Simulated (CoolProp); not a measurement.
Vapour-liquid equilibrium of dimethyl ether (1) + isobutane (2) at 216.1 K; x and y are mole fractions of (1).

Model: multi-fluid Helmholtz-energy mixture model, Wu 2011 and Bücker 2006; pair parameters Bell 2016, in CoolProp.

| x | bubble pressure (bar) | y at the bubble point | dew pressure at overall composition x (bar) | liquid density (mol/L) |
|---|---|---|---|---|
| 0.05 | 0.1255 | 0.156 | 0.1155 | 11.23 |
| 0.125 | 0.1431 | 0.311 | 0.1224 | 11.54 |
| 0.2 | 0.1570 | 0.415 | 0.1302 | 11.86 |
| 0.275 | 0.1678 | 0.490 | 0.1387 | 12.20 |
| 0.35 | 0.1763 | 0.549 | 0.1482 | 12.57 |
| 0.425 | 0.1831 | 0.597 | 0.1584 | 12.95 |
| 0.5 | 0.1884 | 0.640 | 0.1693 | 13.36 |
| 0.575 | 0.1926 | 0.680 | 0.1800 | 13.79 |
| 0.65 | 0.1959 | 0.720 | 0.1895 | 14.26 |
| 0.725 | 0.1982 | 0.762 | 0.1962 | 14.75 |
| 0.8 | 0.1994 | 0.809 | 0.1993 | 15.28 |
| 0.875 | 0.1993 | 0.866 | 0.1992 | 15.85 |
| 0.95 | 0.1973 | 0.938 | 0.1968 | 16.46 |

y crosses x between x = 0.8 and 0.875: the model has an azeotrope there.

The pair parameters rest on a limited set of measurements; away from them the model extrapolates.
